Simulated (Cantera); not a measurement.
Input: 1 mol Al, 2.3 mol H2O, a varied amount of N2, at 848.15 K and 46.0 Pa.

Method: chemical equilibrium by Gibbs-energy minimisation in Cantera with the NASA 1993 tables (ideal gas, pure condensed phases). Candidate condensed phases: Al, AlN, Al2O3, H2O; 35 gas species. Kinetics and transport are ignored.

x: gas mole fraction; n: condensed amount in mol.

```
n(N2) (mol)   x N2     x H2    x H2O  x NH3  n Al2O3(s)
-----------  -----  -------  -------  -----  ----------
28           0.924   0.0495   0.0264    ___       0.500
39           0.944   0.0363   0.0194    ___       0.500
56           0.961   0.0257   0.0137    ___       0.500
80           0.972   0.0182  0.00972    ___       0.500
110          0.980   0.0134  0.00712    ___       0.500
160          0.986  0.00924  0.00493    ___       0.500
230          0.990  0.00646  0.00344    ___       0.500
```

Q: What belongs in the gaps?

A: 
- 28, x NH3: 9.19e-9
- 39, x NH3: 5.84e-9
- 56, x NH3: 3.51e-9
- 80, x NH3: 2.11e-9
- 110, x NH3: 1.33e-9
- 160, x NH3: 7.66e-10
- 230, x NH3: 4.48e-10
